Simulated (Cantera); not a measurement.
# Adiabatic ignition

An adiabatic, constant-volume homogeneous reactor starts with 38.4 % H2, 12.0 % O2, 45.0 % N2, 4.61 % H2O, at 1425 K and 500000 Pa.

Detailed kinetics in Cantera: GRI-Mech 3.0 (53 species, 325 reactions). The hydrogen kinetics of GRI-Mech 3.0 are dated; newer H2 mechanisms differ, most at raised pressure. Above 3000 K some thermodynamic fits are extrapolated.

```
t (s)     T (K)  P (bar)   x H2     x O2  x H2O   x H2O2    x OH      x NO
--------  -----  -------  -----  -------  -----  -------  ------  --------
9.00e-6    3048     9.67  0.160  0.00138  0.294  6.61e-7  0.0176  0.000225
3.58e-5    3072     9.72  0.161  0.00114  0.296  5.98e-7  0.0163   0.00123
0.000143   3065     9.70  0.162  0.00107  0.295  5.72e-7  0.0159   0.00277
0.000568   3065     9.70  0.162  0.00106  0.295  5.70e-7  0.0158   0.00292
0.00226    3065     9.70  0.162  0.00106  0.295  5.70e-7  0.0158   0.00292
0.00900    3065     9.70  0.162  0.00106  0.295  5.70e-7  0.0158   0.00292
0.0358     3065     9.70  0.162  0.00106  0.295  5.70e-7  0.0158   0.00292
0.143      3065     9.70  0.162  0.00106  0.295  5.70e-7  0.0158   0.00292
0.568      3065     9.70  0.162  0.00106  0.295  5.70e-7  0.0158   0.00292
2.26       3065     9.70  0.162  0.00106  0.295  5.70e-7  0.0158   0.00292
9.00       3065     9.70  0.162  0.00106  0.295  5.70e-7  0.0158   0.00292
```
x: mole fraction; the columns are a selection and need not sum to one.

```json
{
 "time_of_steepest_temperature_rise": "4.10 µs",
 "temperature at 9.00 s": "3065 K",
 "equilibrium_temperature": "3065 K",
 "x(H2) at 9.00 s": "0.162 (gas-phase equilibrium 0.162)",
 "x(O2) at 9.00 s": "0.00106 (gas-phase equilibrium 0.00106)",
 "x(H2O) at 9.00 s": "0.295 (gas-phase equilibrium 0.295)"
}
```
